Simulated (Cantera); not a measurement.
Equilibrium for fluorocarbon and chlorocarbon gases: CH3Cl + HCl + H2

Input: 1 mol CH3Cl, 2.1 mol HCl, 1.4 mol H2, held at 1673 K.

Equilibrium computed with Cantera from the NASA thermochemical tables; the gas is ideal and each condensed phase is pure. Candidate condensed phases: C, C6H6, C7H8, C8H18; 91 gas species. Rates play no part.

```json
[
 {"P (Pa)": "1", "x HCl": "0.528", "x H2": "0.426", "x H": "0.0235", "x Cl": "0.0227", "x CH4": "2.20e-9", "x C2H2 (acetylene)": "2.43e-5", "x CH3": "2.47e-9", "n C(graphite)": "1.000"},
 {"P (Pa)": "6.80", "x HCl": "0.550", "x H2": "0.432", "x H": "0.00908", "x Cl": "0.00901", "x CH4": "1.54e-8", "x C2H2 (acetylene)": "2.46e-5", "x CH3": "6.60e-9", "n C(graphite)": "1.000"},
 {"P (Pa)": "46", "x HCl": "0.558", "x H2": "0.435", "x H": "0.00350", "x Cl": "0.00351", "x CH4": "1.06e-7", "x C2H2 (acetylene)": "2.48e-5", "x CH3": "1.73e-8", "n C(graphite)": "1.000"},
 {"P (Pa)": "320", "x HCl": "0.562", "x H2": "0.436", "x H": "0.00133", "x Cl": "0.00134", "x CH4": "7.38e-7", "x C2H2 (acetylene)": "2.48e-5", "x CH3": "4.58e-8", "n C(graphite)": "1.000"},
 {"P (Pa)": "2200", "x HCl": "0.563", "x H2": "0.436", "x H": "0.000507", "x Cl": "0.000511", "x CH4": "5.08e-6", "x C2H2 (acetylene)": "2.48e-5", "x CH3": "1.20e-7", "n C(graphite)": "1.000"},
 {"P (Pa)": "15000", "x HCl": "0.563", "x H2": "0.436", "x H": "0.000194", "x Cl": "0.000196", "x CH4": "3.46e-5", "x C2H2 (acetylene)": "2.49e-5", "x CH3": "3.14e-7", "n C(graphite)": "1.000"},
 {"P (Pa)": "100000", "x HCl": "0.564", "x H2": "0.436", "x H": "7.52e-5", "x Cl": "7.59e-5", "x CH4": "0.000231", "x C2H2 (acetylene)": "2.48e-5", "x CH3": "8.10e-7", "n C(graphite)": "0.998"}
]
```
x: gas mole fraction; n: condensed amount in mol.

From 0.00750 Torr to 750 Torr the condensed part is C(graphite). The main C-bearing gas is C2H2 (acetylene) at 0.00750 Torr and CH4 at 750 Torr.
